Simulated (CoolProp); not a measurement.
Values from CoolProp's reference Helmholtz-energy equation of state, Akasaka 2019.

### Question
For R1234ze(Z), give the phase and the cv (kJ/(kg K)) at 166.05 °C and 0.445 MPa; 88.85 °C and 0.0485 MPa; 130.75 °C and 0.128 MPa.

### Answer
- 166.05 °C and 0.445 MPa: gas; cv 1.00
- 88.85 °C and 0.0485 MPa: gas; cv 0.872
- 130.75 °C and 0.128 MPa: gas; cv 0.944
